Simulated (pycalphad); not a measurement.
An equivalent pycalphad script:

```python
from pycalphad import Database, equilibrium, calculate, variables as v
import numpy as np
db = Database('COST507.tdb')
comps = ['AL', 'C', 'VA']
phases = ['AL4C3', 'FCC_A1', 'GRAPHITE', 'LIQUID']
eq = equilibrium(db, comps, phases, {v.X('C'): 0.0256, v.T: np.arange(1850, 499, -50), v.P: 101325, v.N: 1}, output=['HM', 'SM'])
```

CALPHAD calculation (pycalphad, COST 507 light-alloy database (1999)), 1 atm. These are 1990s assessments: newer ones move some temperatures and phases. Amounts are mole fractions of atoms. Kinetics are ignored, which matters at the lower temperatures.

Results at three of the temperatures:

```
T = 1650.00 K, P = 101325 Pa, N = 1 mol of atoms
G = -95427 J/mol, H = 48761 J/mol, S = 87.39 J/(mol K)  (SER reference)
chemical potentials (J/mol): Al -96139, C -68327
phase             fraction      x(Al)       x(C)
LIQUID              0.9419     0.9992   0.000756
AL4C3               0.0581     0.5714     0.4286
```

```
T = 1450.00 K, P = 101325 Pa, N = 1 mol of atoms
G = -78361 J/mol, H = 42310 J/mol, S = 83.22 J/(mol K)  (SER reference)
chemical potentials (J/mol): Al -78626, C -68283
phase             fraction      x(Al)       x(C)
LIQUID              0.9404     0.9999    6.1e-05
AL4C3               0.0596     0.5714     0.4286
```

```
T = 1200.00 K, P = 101325 Pa, N = 1 mol of atoms
G = -58277 J/mol, H = 34445 J/mol, S = 77.27 J/(mol K)  (SER reference)
chemical potentials (J/mol): Al -57996, C -68955
phase             fraction      x(Al)       x(C)
LIQUID              0.9403     1.0000   8.21e-07
AL4C3               0.0597     0.5714     0.4286
```

Changes of the phase set, refined by bisection:

| T (K) | phases above | phases below |
|---|---|---|
| 933.4 | AL4C3 + LIQUID | AL4C3 + FCC_A1 |

Database names, with the compositions (at.%) that they take in these runs: AL4C3: Al 57 C 43. FCC_A1 is fcc.
